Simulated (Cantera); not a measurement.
Input: 1 mol SiH4, 0.28 mol N2, held at 26.0 mbar.

Equilibrium computed with Cantera from the NASA thermochemical tables; the gas is ideal and each condensed phase is pure. Candidate condensed phases: Si, Si3N4; 18 gas species. Mutual solubility and eutectic melting of coexisting phases are not modelled. Equilibrium is a limit: real reactors are often held back by kinetics, nucleation or transport.

Task: At 1650 K, list the 4 most abundant gas species with their mole fractions, and the condensed phases.

Result: H2 0.973, N2 0.0265, H 0.000556, Si 1.03e-5. Condensed: Si(s) + Si3N4(s).
